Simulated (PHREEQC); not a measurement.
NaOH is added in steps, without added water, to 1 kg of water holding 0.23 mol NaH2PO4, 0.00063 mol HCl and 0.00017 mol NiSO4, at 20 °C. O2 is buffered at 0.21 atm. No CO2 enters from the air. Only these solids could form: Ni(OH)2, Ni3(PO4)2, Ni4(OH)6SO4, Halite, Mirabilite, Morenosite.

Base run: PHREEQC, ion-association model, wateq4f.dat. Each further column changes one thing. The table gives Ni+2 (mol/kgw).

```json
[
 {"NaOH added (mol)": "0", "base": "0.000170", "NaH2PO4 replaced by NaNO3 at the same molality": "0.000170", "diluted 2-fold with water": "8.48e-5", "NiSO4 replaced by NiCl2 at the same molality": "0.000170", "no solid may form": "0.000170"},
 {"NaOH added (mol)": "0.035", "base": "6.03e-5", "NaH2PO4 replaced by NaNO3 at the same molality": "0", "diluted 2-fold with water": "2.32e-5", "NiSO4 replaced by NiCl2 at the same molality": "6.03e-5", "no solid may form": "0.000170"},
 {"NaOH added (mol)": "0.0525", "base": "3.46e-5", "NaH2PO4 replaced by NaNO3 at the same molality": "0", "diluted 2-fold with water": "1.27e-5", "NiSO4 replaced by NiCl2 at the same molality": "3.46e-5", "no solid may form": "0.000169"},
 {"NaOH added (mol)": "0.0875", "base": "1.64e-5", "NaH2PO4 replaced by NaNO3 at the same molality": "0", "diluted 2-fold with water": "4.41e-6", "NiSO4 replaced by NiCl2 at the same molality": "1.64e-5", "no solid may form": "0.000169"},
 {"NaOH added (mol)": "0.105", "base": "1.22e-5", "NaH2PO4 replaced by NaNO3 at the same molality": "0", "diluted 2-fold with water": "1.90e-6", "NiSO4 replaced by NiCl2 at the same molality": "1.22e-5", "no solid may form": "0.000169"},
 {"NaOH added (mol)": "0.14", "base": "7.07e-6", "NaH2PO4 replaced by NaNO3 at the same molality": "0", "diluted 2-fold with water": "7.04e-12", "NiSO4 replaced by NiCl2 at the same molality": "7.07e-6", "no solid may form": "0.000169"},
 {"NaOH added (mol)": "0.1575", "base": "5.35e-6", "NaH2PO4 replaced by NaNO3 at the same molality": "0", "diluted 2-fold with water": "1.82e-12", "NiSO4 replaced by NiCl2 at the same molality": "5.35e-6", "no solid may form": "0.000169"},
 {"NaOH added (mol)": "0.1925", "base": "2.75e-6", "NaH2PO4 replaced by NaNO3 at the same molality": "0", "diluted 2-fold with water": "2.34e-13", "NiSO4 replaced by NiCl2 at the same molality": "2.75e-6", "no solid may form": "0.000169"},
 {"NaOH added (mol)": "0.21", "base": "1.65e-6", "NaH2PO4 replaced by NaNO3 at the same molality": "0", "diluted 2-fold with water": "8.62e-14", "NiSO4 replaced by NiCl2 at the same molality": "1.65e-6", "no solid may form": "0.000169"},
 {"NaOH added (mol)": "0.245", "base": "1.47e-10", "NaH2PO4 replaced by NaNO3 at the same molality": "0", "diluted 2-fold with water": "1.26e-14", "NiSO4 replaced by NiCl2 at the same molality": "1.47e-10", "no solid may form": "7.39e-6"},
 {"NaOH added (mol)": "0.2625", "base": "2.57e-11", "NaH2PO4 replaced by NaNO3 at the same molality": "0", "diluted 2-fold with water": "0", "NiSO4 replaced by NiCl2 at the same molality": "2.57e-11", "no solid may form": "1.02e-6"},
 {"NaOH added (mol)": "0.2975", "base": "4.15e-12", "NaH2PO4 replaced by NaNO3 at the same molality": "0", "diluted 2-fold with water": "0", "NiSO4 replaced by NiCl2 at the same molality": "4.15e-12", "no solid may form": "1.03e-7"},
 {"NaOH added (mol)": "0.315", "base": "2.12e-12", "NaH2PO4 replaced by NaNO3 at the same molality": "0", "diluted 2-fold with water": "0", "NiSO4 replaced by NiCl2 at the same molality": "2.12e-12", "no solid may form": "4.28e-8"},
 {"NaOH added (mol)": "0.35", "base": "6.42e-13", "NaH2PO4 replaced by NaNO3 at the same molality": "0", "diluted 2-fold with water": "0", "NiSO4 replaced by NiCl2 at the same molality": "6.42e-13", "no solid may form": "8.53e-9"}
]
```

The ionic strength passes 0.7 mol/kgw, the rough limit of the ion-association models, in part of: base; diluted 2-fold with water; NiSO4 replaced by NiCl2 at the same molality; no solid may form. H3PO4, which wateq4f.dat lacks, is added to it with the constant of phreeqc.dat. The database has no phosphate complexes of Ni. The database's Ni(OH)2 is the aged solid; a fresh precipitate is more soluble. In at least one series the solution becomes supersaturated in solids that the run did not let form, among them Ni(OH)2, Ni3(PO4)2, Ni4(OH)6SO4. Solids allowed in the column 'NaH2PO4 replaced by NaNO3 at the same molality': Ni(OH)2, Ni4(OH)6SO4, Halite, Mirabilite, Morenosite. Solids allowed in the column 'NiSO4 replaced by NiCl2 at the same molality': Ni(OH)2, Ni3(PO4)2, Halite.
